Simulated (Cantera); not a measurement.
Charge: 1 mol Hg, 1.3 mol O2, 0.13 mol N2, at 10.0 Torr.

Equilibrium computed with Cantera from the NASA thermochemical tables; the gas is ideal and each condensed phase is pure. Candidate condensed phases: Hg, HgO; 10 gas species. Equilibrium is a limit: real reactors are often held back by kinetics, nucleation or transport. All values below are at 400 °C.

Base state: O2 0.535, Hg 0.412, N2 0.0535 (mole fractions); condensed: gas only.

What changes in the equilibrium state with this change: Hg replaced by Pb?


| species | before | after |
|---|---|---|
| O2 | 0.535 | 0.860 |
| N2 | 0.0535 | 0.140 |
| Hg | 0.412 | 0 |
| PbO(red), mol | 0 | 1.00 |
Further candidate phases: Pb, PbO, PbO2, Pb3O4.
